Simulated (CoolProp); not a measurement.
n-perfluoropentane along the isotherm 406.4 K: fugacity coefficient from the reference equation and from simpler models built on Tc = 421.0 K, pc = 2.063 MPa, ω = 0.436; each cubic takes its own stable root.

Values from CoolProp's reference Helmholtz-energy equation of state, Gao 2022.

```tsv
p (MPa)	phase	reference	van der Waals	Soave-Redlich-Kwong
0.00979	gas	0.9982	0.9985	0.9982
0.0158	gas	0.9971	0.9975	0.9970
0.0255	gas	0.9952	0.9960	0.9952
0.0413	gas	0.9923	0.9935	0.9923
0.0667	gas	0.9876	0.9896	0.9875
0.108	gas	0.9799	0.9831	0.9798
0.174	gas	0.9676	0.9728	0.9675
0.281	gas	0.9478	0.9561	0.9477
0.454	gas	0.9159	0.9292	0.9159
0.734	gas	0.8642	0.8856	0.8648
1.19	gas	0.7792	0.8140	0.7819
1.92	liquid	0.5891	0.6762	0.6017
3.09	liquid	0.3999	0.4816	0.4145
```
